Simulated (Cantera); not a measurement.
An isothermal, constant-pressure homogeneous reactor starts with H2 : O2 : N2 = 0.061 : 1 : 1.7 (molar parts), equivalence ratio 0.030, at 975 K and 0.00128 atm. Integrator tolerance rtol = 1e-08.

Model: GRI-Mech 3.0 (53 species, 325 reactions), integrated in Cantera. Radical loss at walls, strong at low pressure, is not modelled.

What does this change do: temperature 975 to 1225 K?


```tsv
quantity	before	after
x(H2) at 9.00 s	7.51e-5 (gas-phase equilibrium 4.26e-11)	0.000229 (gas-phase equilibrium 2.21e-8)
x(O2) at 9.00 s	0.354 (gas-phase equilibrium 0.355)	0.350 (gas-phase equilibrium 0.355)
x(H2O2) at 9.00 s	2.99e-9 (gas-phase equilibrium <1e-12)	3.20e-9 (gas-phase equilibrium 1.43e-11)
x(OH) at 9.00 s	0.000257 (gas-phase equilibrium 1.98e-7)	0.00120 (gas-phase equilibrium 1.19e-5)
x(NO2) at 9.00 s	1.51e-12 (gas-phase equilibrium 8.25e-8)	1.41e-12 (gas-phase equilibrium 1.92e-7)
x(H2O) at 9.00 s	0.0219 (gas-phase equilibrium 0.0223)	0.0207 (gas-phase equilibrium 0.0223)
```

What does this change do: temperature 975 to 1150 K?


| quantity | before | after |
|---|---|---|
| x(H2) at 9.00 s | 7.51e-5 (gas-phase equilibrium 4.26e-11) | 0.000184 (gas-phase equilibrium 4.50e-9) |
| x(O2) at 9.00 s | 0.354 (gas-phase equilibrium 0.355) | 0.351 (gas-phase equilibrium 0.355) |
| x(H2O2) at 9.00 s | 2.99e-9 (gas-phase equilibrium <1e-12) | 3.47e-9 (gas-phase equilibrium 7.21e-12) |
| x(OH) at 9.00 s | 0.000257 (gas-phase equilibrium 1.98e-7) | 0.000841 (gas-phase equilibrium 4.19e-6) |
| x(NO2) at 9.00 s | 1.51e-12 (gas-phase equilibrium 8.25e-8) | 1.37e-12 (gas-phase equilibrium 1.55e-7) |
| x(H2O) at 9.00 s | 0.0219 (gas-phase equilibrium 0.0223) | 0.0210 (gas-phase equilibrium 0.0223) |
